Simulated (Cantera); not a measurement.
An isothermal, constant-pressure homogeneous reactor starts with 45.8 % H₂, 32.7 % O₂, 21.6 % N₂, equivalence ratio 0.70, at 1198 K and 0.220 bar.

Computed with Cantera and GRI-Mech 3.0 (53 species, 325 reactions). The temperature is held fixed by assumption; the heat of reaction is taken as removed at once.

x: mole fraction; the columns are a selection and need not sum to one.

```json
[
 {"t (s)": "1.00e-6", "x H₂": "0.458", "x O₂": "0.327", "x OH": "8.64e-11", "x NO₂": "<1e-12", "x HO₂": "2.19e-9", "x H₂O": "7.38e-11"},
 {"t (s)": "2.68e-6", "x H₂": "0.458", "x O₂": "0.327", "x OH": "4.04e-10", "x NO₂": "<1e-12", "x HO₂": "5.91e-9", "x H₂O": "9.76e-10"},
 {"t (s)": "7.20e-6", "x H₂": "0.458", "x O₂": "0.327", "x OH": "2.03e-9", "x NO₂": "<1e-12", "x HO₂": "1.62e-8", "x H₂O": "1.25e-8"},
 {"t (s)": "1.93e-5", "x H₂": "0.458", "x O₂": "0.327", "x OH": "2.38e-8", "x NO₂": "<1e-12", "x HO₂": "5.19e-8", "x H₂O": "2.73e-7"},
 {"t (s)": "5.18e-5", "x H₂": "0.457", "x O₂": "0.327", "x OH": "7.03e-6", "x NO₂": "<1e-12", "x HO₂": "3.27e-6", "x H₂O": "9.28e-5"},
 {"t (s)": "0.000139", "x H₂": "0.0569", "x O₂": "0.152", "x OH": "0.0114", "x NO₂": "1.92e-10", "x HO₂": "7.66e-5", "x H₂O": "0.400"},
 {"t (s)": "0.000373", "x H₂": "0.00753", "x O₂": "0.129", "x OH": "0.00304", "x NO₂": "___", "x HO₂": "6.81e-5", "x H₂O": "0.578"},
 {"t (s)": "0.00100", "x H₂": "0.000880", "x O₂": "0.127", "x OH": "0.000794", "x NO₂": "___", "x HO₂": "2.52e-5", "x H₂O": "0.591"},
 {"t (s)": "0.00268", "x H₂": "0.000114", "x O₂": "0.127", "x OH": "0.000305", "x NO₂": "___", "x HO₂": "5.06e-6", "x H₂O": "0.593"},
 {"t (s)": "0.00720", "x H₂": "1.50e-5", "x O₂": "0.127", "x OH": "0.000138", "x NO₂": "___", "x HO₂": "9.30e-7", "x H₂O": "0.593"},
 {"t (s)": "0.0193", "x H₂": "2.62e-6", "x O₂": "0.127", "x OH": "7.02e-5", "x NO₂": "___", "x HO₂": "2.19e-7", "x H₂O": "0.593"},
 {"t (s)": "0.0518", "x H₂": "6.81e-7", "x O₂": "0.127", "x OH": "3.90e-5", "x NO₂": "___", "x HO₂": "6.78e-8", "x H₂O": "0.593"},
 {"t (s)": "0.139", "x H₂": "2.22e-7", "x O₂": "0.127", "x OH": "2.29e-5", "x NO₂": "___", "x HO₂": "2.69e-8", "x H₂O": "0.593"},
 {"t (s)": "0.373", "x H₂": "8.70e-8", "x O₂": "0.127", "x OH": "1.42e-5", "x NO₂": "___", "x HO₂": "1.61e-8", "x H₂O": "0.593"},
 {"t (s)": "1.00", "x H₂": "4.94e-8", "x O₂": "0.127", "x OH": "1.01e-5", "x NO₂": "___", "x HO₂": "1.48e-8", "x H₂O": "0.593"}
]
```

### Question
Fill in the missing entries.

### Answer

- 0.000373, x NO₂: 3.31e-9
- 0.00100, x NO₂: 3.04e-8
- 0.00268, x NO₂: 7.44e-8
- 0.00720, x NO₂: 8.22e-8
- 0.0193, x NO₂: 5.80e-8
- 0.0518, x NO₂: 3.38e-8
- 0.139, x NO₂: 2.09e-8
- 0.373, x NO₂: 1.84e-8
- 1.00, x NO₂: 2.33e-8
